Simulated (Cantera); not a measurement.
A closed system holds: 1 mol CH3F, 0.01 mol CH4, 0.75 mol H2, at 0.0140 bar.

Method: chemical equilibrium by Gibbs-energy minimisation in Cantera with the NASA 1993 tables (ideal gas, pure condensed phases). Candidate condensed phases: C, C6H6, C7H8, C8H18; 95 gas species. Equilibrium is a limit: real reactors are often held back by kinetics, nucleation or transport. All values below are at 3077 °C.

Base state: H 0.670, HF 0.165, C3 0.0445, H2 0.0366, F 0.0331, C 0.0296, C2 0.0117, C2H 0.00478 (mole fractions); condensed: gas only.

Q: What changes in the equilibrium state with this change: pressure from 0.0140 bar to 0.00133 bar?

A: 
```csv
species,before,after
H,0.670,0.702
F,0.0331,0.110
C,0.0296,0.0978
HF,0.165,0.0551
H2,0.0366,0.00384
C3,0.0445,0.0146
C2,0.0117,0.0121
C4H2,1.08e-5,1.12e-8
C2H2 (acetylene),0.000974,1.01e-5
C5,0.000363,1.18e-5
```
